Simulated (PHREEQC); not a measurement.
Consider water at 30 °C with 4 mol MgCl2, 0.097 mol Na2B4O7 and 0.00075 mol H4SiO4 per kg of water. Closed to the air; pH follows from the charge balance.

Computed with PHREEQC (Pitzer model, pitzer.dat).

```
quantity                         before     after
-----------------------------  --------  --------
H4SiO4 (mol/kgw)               0.000727  0.000349
MgOH+ (mol/kgw)                0.000381  0.000147
H3SiO4- (mol/kgw)               2.30e-5   2.64e-5
SI of SiO2(a) (SiO2)              +0.78     -0.29
SI of Bischofite (MgCl2:6H2O)     -1.38     -3.45
```

**Question.** What was changed between the two runs?
A) Na2B4O7 left out
B) H4SiO4 replaced by Na2SiO3 at the same molality
C) diluted 2-fold with water
D) temperature from 30 to 35 °C

**Answer.** C, diluted 2-fold with water

No solid was allowed to form. Some of these states are supersaturated (in SiO2(a), for instance). In brines, pH and single-ion activities rest on the MacInnes convention.
